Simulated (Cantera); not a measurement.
Charge: 1 mol SiCl4, 0.36 mol Cl2, 28 mol H2, held at 0.0320 bar.

Equilibrium computed with Cantera from the NASA thermochemical tables; the gas is ideal and each condensed phase is pure. Candidate condensed phases: Si; 19 gas species. Gases not in the tables: Si2H6 and higher silanes. The numbers say what is thermodynamically allowed, not how fast it happens.

### Question
Which condensed phases are stable at each of these points (T (K)): 1073, 1123, 1173, 1223, 1273, 1323, 1373, 1423, 1473, 1523, 1573, 1623, 1673, 1723?

### Answer
```
T (K)  condensed phases  Si condensed (%)
-----  ----------------  ----------------
1073           gas only               0.0
1123              Si(s)               1.4
1173              Si(s)               5.9
1223              Si(s)               8.5
1273              Si(s)               9.2
1323              Si(s)               8.6
1373              Si(s)               7.5
1423              Si(s)               6.1
1473              Si(s)               4.7
1523              Si(s)               3.4
1573              Si(s)               2.1
1623              Si(s)               0.9
1673           gas only               0.0
1723              Si(l)               1.2
```

At 1073 K nothing is condensed. From 1123 K to 1623 K the condensed part is Si(s). At 1673 K nothing is condensed. At 1723 K the condensed part is Si(l).
